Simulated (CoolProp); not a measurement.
A simple Rankine cycle with R245fa: condensing at 301.15 K, boiler at 1.15 MPa, turbine inlet 374 K, turbine efficiency 0.9, pump efficiency 0.8, no recuperator. Each further row changes one setting.

Computed with CoolProp (reference Helmholtz-energy equation of state, Akasaka 2015).

```json
[
 {"case": "as stated", "thermal efficiency (%)": "13.3", "net work (kJ/kg)": "32.2", "heat in (kJ/kg)": "242", "turbine exit temperature (K)": "322.9", "volume ratio over the turbine": "7.27"},
 {"case": "turbine inlet 394 K", "thermal efficiency (%)": "13.3", "net work (kJ/kg)": "35.2", "heat in (kJ/kg)": "266", "turbine exit temperature (K)": "344.7", "volume ratio over the turbine": "7.01"},
 {"case": "condensing temperature 293.15 K", "thermal efficiency (%)": "14.8", "net work (kJ/kg)": "37.2", "heat in (kJ/kg)": "252", "turbine exit temperature (K)": "316.5", "volume ratio over the turbine": "9.69"},
 {"case": "boiler pressure 0.805 MPa", "thermal efficiency (%)": "11.2", "net work (kJ/kg)": "28.0", "heat in (kJ/kg)": "249", "turbine exit temperature (K)": "334.9", "volume ratio over the turbine": "4.84"},
 {"case": "turbine efficiency 0.8", "thermal efficiency (%)": "11.8", "net work (kJ/kg)": "28.5", "heat in (kJ/kg)": "242", "turbine exit temperature (K)": "326.8", "volume ratio over the turbine": "7.37"}
]
```
